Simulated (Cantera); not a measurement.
A closed system holds: 1 mol PbO, 2 mol O₂, 1.5 mol N₂, at 1150 K and 15.0 Pa.

Cantera equilibrium calculation (NASA polynomials, part measured and part estimated; ideal gas, pure solids and liquids). Candidate condensed phases: Pb, PbO, PbO₂, Pb₃O₄; 12 gas species. Rates play no part.

Base state: O₂ 0.483, N₂ 0.361, PbO 0.152, Pb 0.00405, NO 0.000135 (mole fractions); condensed: PbO(yellow).

Problem. What changes in the equilibrium state with this change: temperature from 1150 K to 950 K?

Solution. 
```
species             before     after
----------------  --------  --------
O₂                   0.483     0.571
N₂                   0.361     0.428
PbO                  0.152  0.000352
Pb                 0.00405   5.41e-7
NO                0.000135   2.13e-5
PbO(yellow), mol     0.352     0.999
```

Problem. What changes in the equilibrium state with this change: temperature from 1150 K to 650 K?

Solution. 
| species | before | after |
|---|---|---|
| O₂ | 0.483 | 0.571 |
| N₂ | 0.361 | 0.429 |
| NO | 0.000135 | 1.02e-7 |
| PbO | 0.152 | <1e-9 |
| Pb | 0.00405 | <1e-9 |
| PbO(yellow), mol | 0.352 | 0 |
| PbO(red), mol | 0 | 1.00 |
